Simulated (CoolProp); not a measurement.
A single-stage vapour-compression cycle with vinyl chloride: evaporating at 221.15 K (dew point), condensing at 254.15 K (bubble point), superheat 10 K, subcooling 0 K, compressor efficiency 0.8, no pressure losses. Each further row changes one setting.

Values from CoolProp's reference Helmholtz-energy equation of state, Thol 2022.

| case | cooling COP | pressure ratio | discharge temperature (K) | refrigerating effect (kJ/kg) | volumetric capacity (kJ/m³) |
|---|---|---|---|---|---|
| as stated | (withheld) | 5.33 | 322.8 | 344 | 173 |
| evaporating temperature 226.15 K | 5.73 | 3.98 | (withheld) | (withheld) | (withheld) |
| condensing temperature 249.15 K | 5.58 | (withheld) | (withheld) | 352 | 177 |
| subcooling 5 K | (withheld) | 5.33 | 322.8 | 352 | 177 |
| superheat 20 K | 4.58 | 5.33 | 334.0 | 352 | 169 |
| compressor efficiency 0.7 | (withheld) | 5.33 | 334.2 | 344 | 173 |

What belongs in the gaps?


- as stated, cooling COP: 4.66
- evaporating temperature 226.15 K, discharge temperature (K): 312.0
- evaporating temperature 226.15 K, refrigerating effect (kJ/kg): 348
- evaporating temperature 226.15 K, volumetric capacity (kJ/m³): 229
- condensing temperature 249.15 K, pressure ratio: 4.28
- condensing temperature 249.15 K, discharge temperature (K): 310.4
- subcooling 5 K, cooling COP: 4.76
- compressor efficiency 0.7, cooling COP: 4.08
